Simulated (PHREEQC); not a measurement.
Solution (20 °C): 0.026 mol/kgw HF, 0.0024 mol/kgw NaF and 0.0074 mol/kgw H2SiF6. Closed to the air; pH follows from the charge balance.

Model: ion-association model, wateq4f.dat, run in PHREEQC.

Precipitation was switched off in this run.

Problem. Order these F species by the share of F that they hold, largest first: HF, F-, SiF6-2, H2F2, HF2-.

Solution. SiF6-2 (61 %), HF (32 %), H2F2 (4.6 %), F- (2.2 %), HF2- (0.37 %)

The pH is 1.90 and the ionic strength 0.0239 mol/kgw. Species that the database lacks are ignored. SiF6-2 is the database's only silicon fluoride.
